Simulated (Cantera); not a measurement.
Input: 1 mol SiC, 3.3 mol H2O, 150 mol H2, at 0.220 bar.

Method: chemical equilibrium by Gibbs-energy minimisation in Cantera with the NASA 1993 tables (ideal gas, pure condensed phases). Candidate condensed phases: C, C6H6, C7H8, C8H18, H2O, Si, SiC, SiO2; 123 gas species. The tables hold silica as quartz up to 1696 K and as liquid above; real silica turns to tridymite and cristobalite and melts near 1996 K. Equilibrium is a limit: real reactors are often held back by kinetics, nucleation or transport.

### Question
At 1177 °C, list the 4 most abundant gas species with their mole fractions, and the condensed phases.

### Answer
H2 0.992, CO 0.00647, H2O 0.00194, H 2.01e-5. Condensed: SiO2(β-quartz).
